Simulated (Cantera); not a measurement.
What does this Cantera script print?

```python
import numpy as np
import cantera as ct

gas_names = """
    Cu CuF CuF2 Cu2 F F2 N NF NF2 NF3 N2
""".split()
cond_names = """
    Cu(cr) Cu(L) CuF2(s) CuF2(L)
""".split()


def load(file, names, dense=False):
    # The tables refer to 1 bar. Condensed volumes are neglected.
    table = {s.name: s for s in ct.Species.list_from_file(file)}
    out = []
    for n in names:
        d = dict(table[n].input_data)
        d["thermo"] = dict(d["thermo"], **{"reference-pressure": 1e5})
        if dense:
            d["equation-of-state"] = {"model": "constant-volume", "density": "1e6 g/cm^3"}
        out.append(ct.Species.from_dict(d))
    return out


gas = ct.Solution(thermo="ideal-gas", species=load("nasa_gas.yaml", gas_names))
cond = {s.name: ct.Solution(thermo="fixed-stoichiometry", species=[s], name=s.name)
        for s in load("nasa_condensed.yaml", cond_names, dense=True)}
atoms = {
    'Cu': {'Cu': 1},
    'F2': {'F': 2},
    'N2': {'N': 2},
}
top_T = {}  # K; cautious upper limits of use, not melting points


def equilibrate(T, P, feed):
    n = {}
    for name, mol in feed.items():
        for a, k in atoms[name].items():
            n[a] = n.get(a, 0.0) + k * mol
    gas.TPX = T, P, n
    mass = sum(n.values()) * gas.mean_molecular_weight
    gas.equilibrate("TP")
    valid = [c for c in cond.values() if c.min_temp <= T <= top_T.get(c.name, c.max_temp)]
    mix = ct.Mixture([(gas, mass / gas.mean_molecular_weight)] + [(c, 0.0) for c in valid])
    mix.T, mix.P = T, P
    mix.equilibrate("TP", solver="vcs", rtol=1e-11, max_steps=5000)
    return mix


results = []
feed = {'Cu': 1, 'F2': 1.3, 'N2': 5.4}  # mol
P = 133.322  # Pa
for T in [400, 425, 450, 475, 500, 525, 550, 575, 600, 625, 650]:
    mix = equilibrate(T, P, feed)
    results.append((T, P, feed, dict(zip(mix.species_names, mix.species_moles))))

top = {s: max(r[3][s] / sum(r[3][g] for g in gas_names) for r in results) for s in gas_names}
cols = sorted((s for s in top if top[s] > 0.0001), key=lambda s: -top[s])[:8]
seen = [c for c in cond_names if any(r[3].get(c, 0) > 1e-12 for r in results)]
print("log10 of partial pressures in bar; condensed amounts in mol")
print(f"{'T/K':>10s}" + "".join(f"{s[:9]:>10s}" for s in cols + seen))
for T, P, feed, n in results:
    ng = sum(n[g] for g in gas_names)
    print(f"{T:10.4g}" + "".join(f"{np.log10(max(n[s] / ng * P / 1e5, 1e-99)):10.3f}" for s in cols)
          + "".join(f"{n.get(c, 0):10.4g}" for c in seen))
```

Output:

```
log10 of partial pressures in bar; condensed amounts in mol
       T/K        N2       NF3        F2         F   CuF2(s)
       400    -2.891    -4.314    -8.523   -11.619         1
       425    -2.891    -4.315    -7.846   -10.665         1
       450    -2.891    -4.315    -7.245    -9.816         1
       475    -2.891    -4.316    -6.707    -9.056         1
       500    -2.891    -4.318    -6.224    -8.371         1
       525    -2.891    -4.325    -5.790    -7.753         1
       550    -2.892    -4.340    -5.402    -7.194         1
       575    -2.892    -4.373    -5.061    -6.689         1
       600    -2.893    -4.437    -4.770    -6.237         1
       625    -2.895    -4.552    -4.541    -5.840         1
       650    -2.896    -4.734    -4.379    -5.498         1
```

These are equilibrium values from Cantera (NASA tables, ideal gas, pure condensed phases), not measurements of a reactor.
